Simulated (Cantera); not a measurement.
A perfectly stirred reactor is fed with 87.0 % NH3, 13.0 % H2, at 0.138 atm; it is held at 2150 K, and followed from long to short residence time.

Model: the gas-phase N/H chemistry of the illustrative SiF4/NH3 mechanism in the Surface Chemkin manual (1991), integrated in Cantera. Walls and surfaces, which speed up NH3 decomposition in real reactors, are not modelled.

One state of this run: x NH3 = 0.0767; x H2 = 0.710; x NH = 2.24e-5; x N2 = 0.212; x H = 0.00137; x NH2 = 0.000451. x: mole fraction; the columns are a selection and need not sum to one.

Task: Which value of τ (s) does it belong to?
A) 0.041
B) 0.38
C) 0.0014
D) 0.013

Result: B, 0.38
